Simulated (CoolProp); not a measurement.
Vapour-liquid equilibrium of C2F6 (R116) (1) + R22 (2) at 197.7 K; x and y are mole fractions of (1).

Values from CoolProp's multi-fluid Helmholtz-energy mixture model, Lemmon 2006 and Kamei 1995; pair parameters Bell 2016.

```tsv
x	bubble pressure, mixture model (bar)	bubble pressure, Raoult's law (bar)	y, mixture model	y, Raoult's law
0.05	0.5209	0.1939	0.733	0.301
0.125	0.8330	0.2706	0.839	0.538
0.2	0.9727	0.3472	0.866	0.671
0.275	1.028	0.4239	0.875	0.756
0.35	1.044	0.5006	0.878	0.815
0.425	1.047	0.5773	0.879	0.858
0.5	1.047	0.6540	0.879	0.891
0.575	1.050	0.7307	0.880	0.917
0.65	1.060	0.8074	0.883	0.938
0.725	1.077	0.8841	0.891	0.956
0.8	1.100	0.9608	0.905	0.970
0.875	1.126	1.037	0.928	0.983
0.95	1.152	1.114	0.964	0.994
```

The largest gap from Raoult's law is +207.8 % in bubble pressure, at x = 0.125. No azeotrope shows between x = 0.05 and 0.95.

Pair parameters are fitted to limited data, so mixtures are less certain than the pure fluids. With so large a gap from Raoult's law the liquid may split in two, which this calculation doesn't test in full.
